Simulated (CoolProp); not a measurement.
Values from CoolProp's reference Helmholtz-energy equation of state, Fiedler 2023.

Question: Give the vapour pressure (MPa), vapour density (kg/m³), enthalpy of vaporisation (kJ/kg) of saturated tetrahydrofuran at 366.6, 375.1 K.

Answer: 
| T (K) | p (MPa) | vapour density (kg/m³) | enthalpy of vaporisation (kJ/kg) |
|---|---|---|---|
| 366.6 | 0.229 | 5.71 | 395 |
| 375.1 | 0.286 | 7.05 | 388 |
